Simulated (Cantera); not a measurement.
**Premixed flame**

A freely propagating, adiabatic, planar premixed flame of H2 : O2 : N2 = 1 : 0.179 : 0.571 (molar parts), unburnt at 550 K and 100000 Pa; mixture-averaged transport, grid criteria slope 0.08 and curve 0.16, no radiation.

Cantera simulation using the H2/O2 subset of GRI-Mech 3.0, which has no nitrogen chemistry; the numbers are that mechanism's predictions, not measurements. Burning velocities carry a grid error of a few per cent, more on coarse grids.

```csv
z (mm),T (K),u (m/s),x H2,x O2,x OH,x H2O2,x HO2,x O
-1.38,550,7.63,0.571,0.102,<1e-8,<1e-8,<1e-8,<1e-8
-0.918,550,7.63,0.571,0.102,<1e-8,<1e-8,<1e-8,<1e-8
-0.688,550,7.63,0.571,0.102,<1e-8,<1e-8,<1e-8,<1e-8
-0.459,550,7.63,0.571,0.102,<1e-8,<1e-8,7.75e-7,<1e-8
-0.229,586,8.07,0.567,0.102,8.72e-5,5.66e-6,0.000260,1.63e-5
-0.115,821,11.0,0.535,0.0953,0.000459,8.40e-6,0.000149,0.000254
0,1195,15.6,0.447,0.0612,0.00130,1.10e-6,6.17e-5,0.00185
0.115,1441,18.8,0.372,0.0163,0.00192,4.34e-7,1.58e-5,0.00156
0.229,1546,20.1,0.354,0.00287,0.00183,2.25e-7,2.65e-6,0.000602
0.459,1643,21.2,0.358,0.000211,0.00194,1.57e-7,1.92e-7,0.000328
0.918,1746,22.4,0.368,6.55e-5,0.00199,1.06e-7,6.72e-8,0.000245
1.84,1846,23.5,0.378,4.11e-5,0.00183,6.07e-8,4.47e-8,0.000159
3.67,1933,24.4,0.387,2.17e-5,0.00150,3.03e-8,2.62e-8,8.57e-5
```
x: mole fraction of selected species; z is measured from the peak of heat release.

```
Property                     Value
------------------------  --------
laminar burning velocity  763 cm/s
thermal thickness         0.459 mm
peak x(OH)                 0.00199
peak x(H2O2)               1.07e-5
peak x(HO2)               0.000270
peak x(O)                  0.00216
```
